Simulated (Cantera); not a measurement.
## B2H6 + O2 + N2 (boron, boron nitride and boron oxide)

A closed system holds: 1 mol B2H6, 1.4 mol O2, 0.38 mol N2, held at 1252 °C and 0.133 bar.

Equilibrium computed with Cantera from the NASA thermochemical tables; the gas is ideal and each condensed phase is pure. Candidate condensed phases: B, BN, B2O3, B3O3H3, H2O; 39 gas species. The feed counts by its element totals alone. Mutual solubility and eutectic melting of coexisting phases are not modelled. Gases not in the tables: H3BO3. Equilibrium is a limit: real reactors are often held back by kinetics, nucleation or transport.

```yaml
x(H2): 0.900
x(N2): 0.0935
x(HBO2): 0.00331
x(H2O): 0.00161
x(HBO): 0.00118
x(B2O3): 0.000269
x(H): 6.15e-5
x(B2O2): 1.08e-5
x(BO): 2.02e-6
n(BN(s)): 0.139 mol
n(B2O3(l)): 0.922 mol
gas_amount: 3.319 mol
log10 activity of B(s) (absent): -3.04
log10 activity of B3O3H3(s) (absent): -10.54
```
